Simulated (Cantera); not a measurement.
Input (Python, Cantera) and output of one run.

```python
import numpy as np
import cantera as ct

gas_names = [...]  # 123 gases of nasa_gas.yaml made of C, H, O, Si
cond_names = """
    C(gr) C6H6(L) C7H8(L) C8H18(L),n-octa H2O(s) H2O(L) Si(cr) Si(L) SiC(b) SiO2(Lqz) SiO2(hqz) SiO2(L)
""".split()


# ... load() reads the species with a 1 bar reference pressure and builds the phases ...
atoms = {
    'TEOS': {'Si': 1, 'C': 8, 'H': 20, 'O': 4},
    'H2O': {'H': 2, 'O': 1},
}
top_T = {'C(gr)': 4500, 'SiC(b)': 3050}  # K; cautious upper limits of use, not melting points


# ... equilibrate(T, P, feed) seeds the gas with the atoms and calls Mixture.equilibrate('TP', solver="vcs", rtol=1e-11, max_steps=5000) ...
results = []
T = 1600  # K
P = 2100  # Pa
for m in [1.1, 1.3, 1.6, 1.8, 2.2, 2.6, 3.1, 3.7, 4.4, 5.3]:
    feed = {'TEOS': 1, 'H2O': m}  # mol
    mix = equilibrate(T, P, feed)
    results.append((T, P, feed, dict(zip(mix.species_names, mix.species_moles))))
    x = sorted(zip(gas.X, gas.species_names), reverse=True)
    print(f"T = {T:g} K  P = {P:g} Pa  n(H2O) = {m:g} mol  gas = {mix.phase_moles(0):.4g} mol")
    print("   x: " + "  ".join(f"{s} {v:.3e}" for v, s in x if v > 1e-05))
    print("   condensed (mol): " + ("  ".join(f"{mix.phase(i).name} {mix.phase_moles(i):.4g}"
          for i in range(1, mix.n_phases) if mix.phase_moles(i) > 1e-12) or "none"))
```

Output:

```
T = 1600 K  P = 2100 Pa  n(H2O) = 1.1 mol  gas = 16.2 mol
   x: H2 6.849e-01  CO 3.139e-01  SiO 9.103e-04  H 3.105e-04  C2H2,acetylene 1.884e-05  CH4 1.608e-05
   condensed (mol): C(gr) 1.929  SiC(b) 0.9852
T = 1600 K  P = 2100 Pa  n(H2O) = 1.3 mol  gas = 16.6 mol
   x: H2 6.804e-01  CO 3.183e-01  SiO 9.232e-04  H 3.095e-04  C2H2,acetylene 1.872e-05  CH4 1.587e-05
   condensed (mol): C(gr) 1.73  SiC(b) 0.9847
T = 1600 K  P = 2100 Pa  n(H2O) = 1.6 mol  gas = 17.2 mol
   x: H2 6.741e-01  CO 3.246e-01  SiO 9.414e-04  H 3.080e-04  C2H2,acetylene 1.854e-05  CH4 1.558e-05
   condensed (mol): C(gr) 1.432  SiC(b) 0.9838
T = 1600 K  P = 2100 Pa  n(H2O) = 1.8 mol  gas = 17.6 mol
   x: H2 6.702e-01  CO 3.285e-01  SiO 9.529e-04  H 3.071e-04  C2H2,acetylene 1.843e-05  CH4 1.540e-05
   condensed (mol): C(gr) 1.233  SiC(b) 0.9832
T = 1600 K  P = 2100 Pa  n(H2O) = 2.2 mol  gas = 18.4 mol
   x: H2 6.627e-01  CO 3.359e-01  SiO 9.743e-04  H 3.054e-04  C2H2,acetylene 1.823e-05  CH4 1.506e-05
   condensed (mol): C(gr) 0.835  SiC(b) 0.9821
T = 1600 K  P = 2100 Pa  n(H2O) = 2.6 mol  gas = 19.2 mol
   x: H2 6.560e-01  CO 3.427e-01  SiO 9.940e-04  H 3.039e-04  C2H2,acetylene 1.804e-05  CH4 1.475e-05
   condensed (mol): C(gr) 0.4373  SiC(b) 0.9809
T = 1600 K  P = 2100 Pa  n(H2O) = 3.1 mol  gas = 20.2 mol
   x: H2 6.482e-01  CO 3.489e-01  SiO 2.483e-03  H 3.021e-04
   condensed (mol): SiC(b) 0.9498
T = 1600 K  P = 2100 Pa  n(H2O) = 3.7 mol  gas = 21.4 mol
   x: H2 6.399e-01  CO 3.434e-01  SiO 1.635e-02  H 3.001e-04  H2O 1.634e-05
   condensed (mol): SiC(b) 0.6501
T = 1600 K  P = 2100 Pa  n(H2O) = 4.4 mol  gas = 22.8 mol
   x: H2 6.313e-01  CO 3.377e-01  SiO 3.069e-02  H 2.981e-04  H2O 2.190e-05
   condensed (mol): SiC(b) 0.3002
T = 1600 K  P = 2100 Pa  n(H2O) = 5.3 mol  gas = 24 mol
   x: H2 6.372e-01  CO 3.333e-01  SiO 2.919e-02  H 2.995e-04  H2O 2.667e-05
   condensed (mol): SiO2(hqz) 0.2993
```

Cantera equilibrium calculation (NASA polynomials, part measured and part estimated; ideal gas, pure solids and liquids). The feed counts by its element totals alone. The tables hold silica as quartz up to 1696 K and as liquid above; real silica turns to tridymite and cristobalite and melts near 1996 K.
